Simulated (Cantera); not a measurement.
A perfectly stirred reactor is fed with CO : H2 : CH4 : O2 : N2 = 1 : 0.18 : 0.083 : 0.849 : 3.19 (molar parts), at 10.0 bar; it is adiabatic with a 498 K inlet, and is followed from long to short residence time, starting on the burning branch (τ in s: 0.024, 0.0093, 0.0036, 0.0014, 0.00054, 0.00021, 8e-05, 3.1e-05, 1.2e-05).

Computed with Cantera and GRI-Mech 3.0 (53 species, 325 reactions).

One state of this run: T (K) = 2446; x CO = 0.0140; x H2 = 0.000752; x CH4 = 6.13e-7; x OH = 0.00352; x H = 0.000194; x C2H4 = 5.05e-12. x: mole fraction; the columns are a selection and need not sum to one.

Which value of τ (s) does it belong to?
(A) 0.0093
(B) 1.2e-5
(C) 0.00054
(D) 0.0036

A, 0.0093
